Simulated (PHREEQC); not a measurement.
1 kg of water holding 0.014 mol/kgw Na2CO3 and 0.26 mol/kgw KOH meets 20 L of dry gas (CO2 0.54, CH4 0.46 by moles) at fixed total pressure, at 50 °C; fugacities by Peng-Robinson. The gases take part in no redox reaction, some water evaporates into the gas, and hydrates or a liquid gas phase aren't modelled. Precipitation was switched off in this run.

All values are PHREEQC results (ion-association model, phreeqc.dat), not measurements.

```
P (atm)  dissolved CO2 (all carbonate carbon) (mol/kgw)  φ of CO2  p of CO2 (atm)  dissolved CH4 (mol/kgw)  φ of CH4  p of CH4 (atm)    pH
-------  ----------------------------------------------  --------  --------------  -----------------------  --------  --------------  ----
2                                                 0.301     0.991           0.814                  0.00109     0.997            1.06  7.40
5                                                 0.331     0.979            2.43                  0.00248     0.992            2.44  6.93
10                                                0.377     0.958            5.11                  0.00477     0.985            4.76  6.62
20                                                0.461     0.918            10.5                  0.00915     0.970            9.39  6.33
30                                                0.537     0.879            15.8                   0.0133     0.956            14.0  6.18
40                                                0.605     0.841            21.2                   0.0172     0.943            18.6  6.07
50                                                0.664     0.804            26.6                   0.0210     0.931            23.3  5.99
75                                                0.781     0.718            40.0                   0.0296     0.906            34.8  5.87
100                                               0.860     0.640            53.5                   0.0374     0.887            46.2  5.80
150                                               0.940     0.516            80.5                   0.0510     0.860            69.2  5.72
200                                               0.976     0.434             107                   0.0623     0.838            92.1  5.68
300                                                1.02     0.351             161                   0.0795     0.806             138  5.62
400                                                1.06     0.313             215                   0.0928     0.797             184  5.56
```

Species that the database lacks are ignored. Away from 25 °C the constants follow the database's enthalpies or fits; those with neither stay at their 25 °C values.
